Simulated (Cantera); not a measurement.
## Adiabatic ignition

An adiabatic, constant-volume homogeneous reactor starts with CH₄ : CO : O₂ : N₂ = 1 : 0.8 : 2.4 : 13.2 (molar parts), equivalence ratio 1.0, at 1150 K and 1000000 Pa.

Model: GRI-Mech 3.0 (53 species, 325 reactions), integrated in Cantera.

```json
[
 {"t (s)": "3.00e-6", "T (K)": "1150", "P (bar)": "10.0", "x CH₄": "0.0575", "x CO": "0.0460", "x O₂": "0.138", "x C₂H₂": "<1e-12", "x CH₂CO": "<1e-12"},
 {"t (s)": "1.10e-5", "T (K)": "1150", "P (bar)": "10.0", "x CH₄": "0.0575", "x CO": "0.0460", "x O₂": "0.138", "x C₂H₂": "<1e-12", "x CH₂CO": "<1e-12"},
 {"t (s)": "4.06e-5", "T (K)": "1150", "P (bar)": "10.0", "x CH₄": "0.0575", "x CO": "0.0460", "x O₂": "0.138", "x C₂H₂": "<1e-12", "x CH₂CO": "1.20e-12"},
 {"t (s)": "0.000149", "T (K)": "1150", "P (bar)": "10.0", "x CH₄": "0.0575", "x CO": "0.0460", "x O₂": "0.138", "x C₂H₂": "<1e-12", "x CH₂CO": "1.97e-11"},
 {"t (s)": "0.000549", "T (K)": "1150", "P (bar)": "10.0", "x CH₄": "0.0575", "x CO": "0.0460", "x O₂": "0.138", "x C₂H₂": "<1e-12", "x CH₂CO": "2.80e-10"},
 {"t (s)": "0.00202", "T (K)": "1150", "P (bar)": "10.0", "x CH₄": "0.0574", "x CO": "0.0460", "x O₂": "0.138", "x C₂H₂": "1.01e-11", "x CH₂CO": "1.95e-9"},
 {"t (s)": "0.00743", "T (K)": "1153", "P (bar)": "10.0", "x CH₄": "0.0572", "x CO": "0.0459", "x O₂": "0.138", "x C₂H₂": "6.21e-10", "x CH₂CO": "1.91e-8"},
 {"t (s)": "0.0273", "T (K)": "2756", "P (bar)": "23.8", "x CH₄": "<1e-12", "x CO": "0.0229", "x O₂": "0.00846", "x C₂H₂": "<1e-12", "x CH₂CO": "<1e-12"},
 {"t (s)": "0.100", "T (K)": "2756", "P (bar)": "23.8", "x CH₄": "<1e-12", "x CO": "0.0229", "x O₂": "0.00846", "x C₂H₂": "<1e-12", "x CH₂CO": "<1e-12"},
 {"t (s)": "0.370", "T (K)": "2756", "P (bar)": "23.8", "x CH₄": "<1e-12", "x CO": "0.0229", "x O₂": "0.00846", "x C₂H₂": "<1e-12", "x CH₂CO": "<1e-12"},
 {"t (s)": "1.36", "T (K)": "2756", "P (bar)": "23.8", "x CH₄": "<1e-12", "x CO": "0.0229", "x O₂": "0.00846", "x C₂H₂": "<1e-12", "x CH₂CO": "<1e-12"},
 {"t (s)": "5.00", "T (K)": "2756", "P (bar)": "23.8", "x CH₄": "<1e-12", "x CO": "0.0229", "x O₂": "0.00846", "x C₂H₂": "<1e-12", "x CH₂CO": "<1e-12"}
]
```
x: mole fraction; the columns are a selection and need not sum to one.

```json
{
 "time_of_steepest_temperature_rise": "22.4 ms",
 "temperature at 5.00 s": "2756 K",
 "equilibrium_temperature": "2756 K",
 "x(CH₄) at 5.00 s": "<1e-12 (gas-phase equilibrium <1e-12)",
 "x(CO) at 5.00 s": "0.0229 (gas-phase equilibrium 0.0229)",
 "x(O₂) at 5.00 s": "0.00846 (gas-phase equilibrium 0.00846)"
}
```
